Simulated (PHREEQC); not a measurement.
Synthetic water in mg/kgw, 47 °C, pH 6.22, pe 11.8:

```csv
constituent,mg/kgw
Na,0.0131
K,0.00526
Ca,0.0427
Mg,0.0193
Cl,0.0528
S(6) as SO4,0.0791
Alkalinity as HCO3,0.0813
F,0.000527
```

Valence states are taken as typed.

The numbers come from PHREEQC with the ion-association model, phreeqc.dat.

Precipitation was switched off in this run.

### Question
Predict the charge-balance error.

### Answer
charge-balance error -0.7 %.

### Question
In which forms is C present?

### Answer
CO2 54 %, HCO3- 46 % of the C.

Complexes and solids missing from the database can't appear. At this temperature some constants are extrapolated from 25 °C, and those without enthalpy data are left unchanged.
